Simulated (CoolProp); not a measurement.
Model: reference Helmholtz-energy equation of state, Lemmon 2006, in CoolProp. It is a short technical equation, of lower accuracy than the large ones.

Problem. For nitrous oxide, give the phase and the cp (kJ/(kg K)), Joule-Thomson coefficient (K/MPa) at -24.25 °C and 9.88 MPa; -24.25 °C and 32.9 MPa.

Solution. 
- -24.25 °C and 9.88 MPa: liquid; cp 1.83, Joule-Thomson coefficient -0.0789
- -24.25 °C and 32.9 MPa: liquid; cp 1.68, Joule-Thomson coefficient -0.205
